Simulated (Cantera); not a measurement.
An isothermal, constant-pressure homogeneous reactor starts with NO : N2 = 1 : 0.1 (molar parts), at 1648 K and 0.210 bar.

Model: GRI-Mech 3.0 (53 species, 325 reactions), integrated in Cantera.

Problem. Predict: x(NO) at 20.0 s; x(O2) at 20.0 s; x(O) at 20.0 s; x(N2) at 20.0 s; x(N2O) at 20.0 s; x(NO2) at 20.0 s.

Solution. 
```
Property                                            Result
----------------  ----------------------------------------
x(NO) at 20.0 s      0.639 (gas-phase equilibrium 0.00290)
x(O2) at 20.0 s        0.135 (gas-phase equilibrium 0.453)
x(O) at 20.0 s     2.12e-5 (gas-phase equilibrium 3.74e-5)
x(N2) at 20.0 s        0.226 (gas-phase equilibrium 0.544)
x(N2O) at 20.0 s  0.000139 (gas-phase equilibrium 6.52e-8)
x(NO2) at 20.0 s  0.000828 (gas-phase equilibrium 6.92e-6)
```
